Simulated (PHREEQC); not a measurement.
# Leach liquor

Make-up at 25 °C: 0.067 mol H2SO4, 0.0061 mol Al2(SO4)3 and 0.15 mol Na2SO4 per kg of water. Closed to the air; pH follows from the charge balance.

Model: ion-association model, phreeqc.dat, run in PHREEQC.

Precipitation was switched off in this run.

Q: Estimate the pH.

A: pH 1.49.

Q: In which forms is S present?

A: SO4-2 41 %, HSO4- 39 %, NaSO4- 13 %, Al(SO4)2- 3.9 %, AlSO4+ 2.9 % of the S.

Complexes and solids missing from the database can't appear.
